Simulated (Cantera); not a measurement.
Input (Python, Cantera):

```python
import numpy as np
import cantera as ct

gas = ct.Solution("h2o2.yaml")
gas.TPX = 1000, 110, {'H2': 0.0056, 'O2': 1, 'N2': 1.4}
reactor = ct.IdealGasConstPressureReactor(gas, energy="off", clone=False)
net = ct.ReactorNet([reactor])
net.rtol, net.atol = 1e-08, 1e-18
show = ['H2', 'O2', 'H', 'H2O', 'OH']
times = np.geomspace(4e-06, 40, 15)

steps = ct.SolutionArray(gas, extra=["t"])
rows = []
print(f"{'t/s':>10s}{'T/K':>9s}{'P/Pa':>11s}" + "".join(f"{s:>11s}" for s in show))
for t in times:
    while net.time < t:
        t_next = net.step()
        steps.append(gas.state, t=t_next)
    rows.append([np.interp(t, steps.t, y) for y in (steps.T, steps.P, *steps(*show).X.T)])
    print(f"{t:10.3e}{rows[-1][0]:9.1f}{rows[-1][1]:11.4g}" + "".join(f"{x:11.3e}" for x in rows[-1][2:]))
rate = np.gradient(steps.T, steps.t)
print("integrator steps:", len(steps.t))
if steps.T.max() > steps.T[0] + 200:
    print(f"time of steepest temperature rise: {steps.t[rate.argmax()]:.4e} s")
gas.TPX = 1000, 110, {'H2': 0.0056, 'O2': 1, 'N2': 1.4}
gas.equilibrate("TP")
print(f"equilibrium (TP): T = {gas.T:.1f} K  " + "  ".join(f"{s} {gas[s].X[0]:.3e}" for s in show))
```

Output:

```
       t/s      T/K       P/Pa         H2         O2          H        H2O         OH
 4.000e-06   1000.0        110  2.328e-03  4.157e-01  3.097e-15  2.303e-22  2.230e-18
 1.265e-05   1000.0        110  2.328e-03  4.157e-01  9.781e-15  4.135e-21  1.826e-17
 4.000e-05   1000.0        110  2.328e-03  4.157e-01  3.081e-14  1.158e-19  1.738e-16
 1.265e-04   1000.0        110  2.328e-03  4.157e-01  9.635e-14  3.107e-18  1.640e-15
 4.000e-04   1000.0        110  2.328e-03  4.157e-01  2.939e-13  8.989e-17  1.603e-14
 1.265e-03   1000.0        110  2.328e-03  4.157e-01  8.337e-13  2.573e-15  1.469e-13
 4.000e-03   1000.0        110  2.328e-03  4.157e-01  1.962e-12  6.759e-14  1.158e-12
 1.265e-02   1000.0        110  2.328e-03  4.157e-01  3.561e-12  1.376e-12  6.711e-12
 4.000e-02   1000.0        110  2.328e-03  4.157e-01  7.979e-12  2.153e-11  3.185e-11
 1.265e-01   1000.0        110  2.328e-03  4.157e-01  5.311e-11  4.510e-10  2.830e-10
 4.000e-01   1000.0        110  2.328e-03  4.157e-01  1.264e-08  1.409e-07  7.004e-08
 1.265e+00   1000.0        110  8.370e-05  4.137e-01  2.007e-04  2.053e-03  1.820e-04
 4.000e+00   1000.0        110  5.888e-06  4.137e-01  9.854e-05  2.229e-03  8.747e-05
 1.265e+01   1000.0        110  4.576e-06  4.140e-01  6.699e-05  2.252e-03  7.712e-05
 4.000e+01   1000.0        110  2.381e-06  4.145e-01  2.489e-05  2.287e-03  5.568e-05
integrator steps: 811
equilibrium (TP): T = 1000.0 K  H2 9.595e-12  O2 4.150e-01  H 2.134e-13  H2O 2.331e-03  OH 1.146e-07
```

Cantera simulation using the H2/O2 subset of GRI-Mech 3.0, which has no nitrogen chemistry; the numbers are that mechanism's predictions, not measurements. Radical loss at walls, strong at low pressure, is not modelled.
